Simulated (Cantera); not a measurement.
Input: 1 mol Si(CH₃)₄, 0.46 mol C₃H₈, 690 mol H₂, 0.0057 mol C₂H₄, held at 2498.15 K and 75.0 Torr.

Method: chemical equilibrium by Gibbs-energy minimisation in Cantera with the NASA 1993 tables (ideal gas, pure condensed phases). Candidate condensed phases: C, C₆H₆, C₇H₈, C₈H₁₈, Si, SiC; 87 gas species. Gases not in the tables: Si₂H₆ and higher silanes. Rates play no part.

Q: What is the equilibrium state?

A: 
| Item | Value |
|---|---|
| x(H₂) | 0.919 |
| x(H) | 0.0756 |
| x(C₂H₂ (acetylene)) | 0.00355 |
| x(Si) | 0.00114 |
| x(SiC₂) | 0.000106 |
| x(SiH) | 9.13e-5 |
| x(SiH₂) | 2.27e-5 |
| x(C₂H) | 2.09e-5 |
| x(CH₃) | 1.13e-5 |
| gas amount | 726.3 mol |
| log10 activity of C(graphite) (absent) | -0.22 |
| log10 activity of Si(l) (absent) | -1.62 |
